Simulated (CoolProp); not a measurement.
Vapour-liquid equilibrium of methanol (1) + ethanol (2) at 102.35 °C; x and y are mole fractions of (1).

Computed with CoolProp (multi-fluid Helmholtz-energy mixture model, de Reuck 1993 and Schroeder 2014; pair parameters Bell 2016).

Task: Give the bubble pressure and the first vapour's composition at x = 0.2, 0.425, 0.575. Is there an azeotrope?

Result: x = 0.2: 0.2699 MPa, y = 0.273; x = 0.425: 0.2988 MPa, y = 0.522; x = 0.575: 0.3185 MPa, y = 0.667. No azeotrope shows between x = 0.05 and 0.95.

Pair parameters are fitted to limited data, so mixtures are less certain than the pure fluids.
